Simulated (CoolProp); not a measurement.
Aqueous potassium formate as a coolant, at -5 °C, 1 atm.

Model: Melinder's fits for secondary coolants, in CoolProp.

| mass % | freezing point (°C) | viscosity (mPa s) | density (kg/m³) | cp (kJ/(kg K)) | Prandtl number |
|---|---|---|---|---|---|
| 15.1 | -8.1 | 2.44 | 1097 | 3.609 | 16.5 |
| 18.3 | -10.3 | 2.55 | 1118 | 3.489 | 16.8 |
| 21.6 | -12.9 | 2.68 | 1140 | 3.371 | 17.2 |
| 24.8 | -15.8 | 2.83 | 1162 | 3.263 | 17.8 |
| 28 | -19.0 | … | 1184 | 3.160 | 18.4 |
| 31.3 | -22.7 | 3.16 | 1208 | 3.062 | 19.1 |
| 34.5 | -26.8 | 3.34 | 1231 | 2.973 | 19.8 |
| 37.7 | -31.3 | 3.54 | 1255 | 2.890 | … |
| 41 | -36.7 | 3.81 | … | … | 22.1 |

**Question.** Fill in the missing entries.

**Answer.** 
- 28, viscosity (mPa s): 2.99
- 37.7, Prandtl number: 20.7
- 41, density (kg/m³): 1280
- 41, cp (kJ/(kg K)): 2.810
